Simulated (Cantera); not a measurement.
What does this Cantera script print?

```python
import numpy as np
import cantera as ct

gas_names = [...]  # 113 gases of nasa_gas.yaml made of C, H, O, Ta
cond_names = """
    C(gr) C6H6(L) C7H8(L) C8H18(L),n-octa H2O(s) H2O(L) Ta(cr) Ta(L) TaC(s) TaC(L) Ta2O5(s) Ta2O5(L)
""".split()


# ... load() reads the species with a 1 bar reference pressure and builds the phases ...
atoms = {
    'Ta(OEt)5': {'Ta': 1, 'C': 10, 'H': 25, 'O': 5},
    'O2': {'O': 2},
    'H2': {'H': 2},
}
top_T = {'C(gr)': 4500}  # K; cautious upper limits of use, not melting points


# ... equilibrate(T, P, feed) seeds the gas with the atoms and calls Mixture.equilibrate('TP', solver="vcs", rtol=1e-11, max_steps=5000) ...
results = []
feed = {'Ta(OEt)5': 1, 'O2': 0.81, 'H2': 160}  # mol
P = 350  # Pa
for T in [2050, 2150, 2250, 2350, 2450, 2550, 2650]:
    mix = equilibrate(T, P, feed)
    results.append((T, P, feed, dict(zip(mix.species_names, mix.species_moles))))

top = {s: max(r[3][s] / sum(r[3][g] for g in gas_names) for r in results) for s in gas_names}
cols = sorted((s for s in top if top[s] > 1e-05), key=lambda s: -top[s])[:9]
seen = [c for c in cond_names if any(r[3].get(c, 0) > 1e-12 for r in results)]
print("log10 of partial pressures in bar; condensed amounts in mol")
print(f"{'T/K':>10s}" + "".join(f"{s[:9]:>10s}" for s in cols + seen))
for T, P, feed, n in results:
    ng = sum(n[g] for g in gas_names)
    print(f"{T:10.4g}" + "".join(f"{np.log10(max(n[s] / ng * P / 1e5, 1e-99)):10.3f}" for s in cols)
          + "".join(f"{n.get(c, 0):10.4g}" for c in seen))
```

Output:

```
log10 of partial pressures in bar; condensed amounts in mol
       T/K        H2         H        CO C2H2,acet       C2H        C3         C        C2      C4H2     C(gr)    TaC(s)
      2050    -2.489    -3.889    -3.896    -5.463    -8.519   -10.036   -10.060   -11.105    -8.832      2.02         1
      2150    -2.504    -3.627    -3.903    -5.217    -7.862    -9.067    -9.211   -10.130    -8.321     1.734         1
      2250    -2.528    -3.393    -3.914    -5.003    -7.270    -8.187    -8.439    -9.242    -7.868     1.291         1
      2350    -2.566    -3.187    -3.931    -4.824    -6.737    -7.384    -7.732    -8.432    -7.469      0.65         1
      2450    -2.622    -3.008    -3.954    -4.722    -6.298    -6.709    -7.104    -7.728    -7.206         0         1
      2550    -2.702    -2.857    -3.985    -4.781    -6.034    -6.277    -6.588    -7.207    -7.243         0         1
      2650    -2.811    -2.735    -4.021    -4.885    -5.823    -5.900    -6.118    -6.740    -7.342         0         1
```

These are equilibrium values from Cantera (NASA tables, ideal gas, pure condensed phases), not measurements of a reactor. The feed counts by its element totals alone. TaC: taken at fixed stoichiometry. Condensed phases not in the tables: Ta2C.
